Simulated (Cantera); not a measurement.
Input: 1 mol CuO, 2 mol CH4, 5.6 mol H2, held at 1125 K.

Cantera equilibrium calculation (NASA polynomials, part measured and part estimated; ideal gas, pure solids and liquids). Candidate condensed phases: C, C6H6, C7H8, C8H18, Cu, CuO, Cu(OH)2, Cu2O, H2O; 113 gas species. The numbers say what is thermodynamically allowed, not how fast it happens.

Task: At 2.70 mbar, list the 4 most abundant gas species with their mole fractions, and the condensed phases.

Result: H2 0.906, CO 0.0943, CH4 6.39e-5, H2O 1.48e-5. Condensed: C(graphite) + Cu(s).
